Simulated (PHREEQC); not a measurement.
Dissolve 0.0001 mol Ca(HCO3)2, 2.5e-05 mol CO2 and 0.00038 mol NaCl per kg of water at 35 °C. Closed to the air; pH follows from the charge balance.

Equilibrium calculation in PHREEQC: Pitzer model, pitzer.dat.

The pH is 7.18 and the ionic strength is 0.000680 mol/kgw. The osmotic coefficient is 0.988 and the total alkalinity is 0.200 meq/kg.

| species | molality | activity | log γ |
|---|---|---|---|
| Cl- | 0.000380 | 0.000369 | -0.013 |
| Na+ | 0.000380 | 0.000369 | -0.012 |
| HCO3- | 0.000199 | 0.000194 | -0.011 |
| Ca+2 | 0.000100 | 8.85e-5 | -0.053 |
| CO2 | 2.54e-5 | 2.54e-5 | 0.000 |
| OH- | 3.29e-7 | 3.19e-7 | -0.014 |
| CO3-2 | 1.83e-7 | 1.62e-7 | -0.054 |
| H+ | 6.77e-8 | 6.56e-8 | -0.013 |

Precipitation was switched off in this run.
